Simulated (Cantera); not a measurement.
Feed: 1 mol C2H5OH, 0.14 mol NH3, a varied amount of O2, held at 2973.15 K and 10000 Pa.

These are equilibrium values from Cantera (NASA tables, ideal gas, pure condensed phases), not measurements of a reactor. Candidate condensed phases: C, C6H6, C7H8, C8H18, H2O; 136 gas species. Equilibrium is a limit: real reactors are often held back by kinetics, nucleation or transport.

Task: Which condensed phases are stable at each of these points (n(O2) (mol)): 0.22, 0.26, 0.32, 0.39, 0.48, 0.59, 0.72, 0.88, 1.1, 1.3?

Result: 
| n(O2) (mol) | condensed phases | C condensed (%) |
|---|---|---|
| 0.22 | C(graphite) | 7.3 |
| 0.26 | C(graphite) | 3.3 |
| 0.32 | gas only | 0.0 |
| 0.39 | gas only | 0.0 |
| 0.48 | gas only | 0.0 |
| 0.59 | gas only | 0.0 |
| 0.72 | gas only | 0.0 |
| 0.88 | gas only | 0.0 |
| 1.1 | gas only | 0.0 |
| 1.3 | gas only | 0.0 |

From 0.22 mol O2 to 0.26 mol O2 the condensed part is C(graphite). From 0.32 mol O2 to 1.3 mol O2 nothing is condensed.
